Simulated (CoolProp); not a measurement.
Vapour-liquid equilibrium of n-octane (1) + p-xylene (2) at 0.0353 MPa; x and y are mole fractions of (1).

Model: multi-fluid Helmholtz-energy mixture model, Beckmüller 2019 and Zhou 2012; pair parameters Bell 2016, in CoolProp.

Problem. Give the bubble temperature and the first vapour's composition at x = 0.2, 0.35, 0.65. Is there an azeotrope?

Solution. x = 0.2: 371.7 K, y = 0.296; x = 0.35: 369.6 K, y = 0.454; x = 0.65: 366.7 K, y = 0.712. No azeotrope shows between x = 0.05 and 0.95.

Pair parameters are fitted to limited data, so mixtures are less certain than the pure fluids.
